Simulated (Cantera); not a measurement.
Input (Python, Cantera) and output of one run.

```python
import numpy as np
import cantera as ct

gas_names = """
    NO2 N
""".split()
cond_names = """
    TaC(s) TaC(L) C(gr) Ta2O5(s) Ta2O5(L)
""".split()


def load(file, names, dense=False):
    # The tables refer to 1 bar. Condensed volumes are neglected.
    table = {s.name: s for s in ct.Species.list_from_file(file)}
    out = []
    for n in names:
        d = dict(table[n].input_data)
        d["thermo"] = dict(d["thermo"], **{"reference-pressure": 1e5})
        if dense:
            d["equation-of-state"] = {"model": "constant-volume", "density": "1e6 g/cm^3"}
        out.append(ct.Species.from_dict(d))
    return out


species = {s.name: s for s in load("nasa_gas.yaml", gas_names) + load("nasa_condensed.yaml", cond_names)}
# Each term lists the table entries of one substance; the one whose range holds T is used.
reactions = {
    '4 TaC + 5 NO2(g) = 5 N(g) + 4 C + 2 Ta2O5':
        [(-4, ['TaC(s)', 'TaC(L)']), (-5, ['NO2']), (5, ['N']), (4, ['C(gr)']), (2, ['Ta2O5(s)', 'Ta2O5(L)'])],
}


def pick(names, T):
    return next(species[n] for n in names if species[n].thermo.min_temp <= T <= species[n].thermo.max_temp)


results = []
for label, terms in reactions.items():
    print(label)
    print("     T/K   dH/kJ  dS/(J/K)   dG/kJ   log10 K")
    for T in [300, 2450, 2550, 2650, 2750, 2850]:
        used = [(nu, pick(names, T)) for nu, names in terms]
        dH = sum(nu * s.thermo.h(T) for nu, s in used) / 1e6
        dS = sum(nu * s.thermo.s(T) for nu, s in used) / 1e3
        dG = dH - T * dS / 1e3
        logK = -dG * 1e6 / (ct.gas_constant * T * np.log(10))
        results.append((label, T, dH, dS, dG, logK, [s.name for _, s in used]))
        print(f"{T:8g} {dH:8.1f} {dS:8.1f} {dG:8.1f} {logK:8.2f}")
```

Result:

```
4 TaC + 5 NO2(g) = 5 N(g) + 4 C + 2 Ta2O5
     T/K   dH/kJ  dS/(J/K)   dG/kJ   log10 K
     300  -1323.0   -294.1  -1234.8   215.00
    2450   -880.1      5.8   -894.2    19.06
    2550   -865.9     11.5   -895.1    18.33
    2650   -852.0     16.8   -896.5    17.67
    2750   -838.4     21.8   -898.4    17.06
    2850   -825.3     26.5   -900.8    16.51
```

Cantera with NASA thermochemical tables; ideal gases at 1 bar, condensed phases pure. TaC: taken at fixed stoichiometry. Condensed species are held in their standard states even where they would react or evaporate.
